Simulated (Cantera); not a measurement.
Charge: 1 mol SiC, 1.2 mol O2, 170 mol N2, at 700 °C and 0.00158 Torr.

Method: chemical equilibrium by Gibbs-energy minimisation in Cantera with the NASA 1993 tables (ideal gas, pure condensed phases). Candidate condensed phases: C, Si, SiC, SiO2, Si2N2O, Si3N4; 34 gas species. N2 is the only nitrogen source here; it is nearly inert below about 1500 K, so the nitride shown seldom forms there in practice. Kinetics and transport are ignored.

Q: What is the equilibrium state?

A: 
| Property | Result |
|---|---|
| x(N2) | 0.994 |
| x(CO) | 0.00585 |
| n(SiO2(β-quartz)) | 0.600 mol |
| n(Si2N2O(s)) | 0.200 mol |
| gas amount | 170.8 mol |
| log10 activity of C(graphite) (absent) | -2.34 |
| log10 activity of Si(s) (absent) | -7.06 |
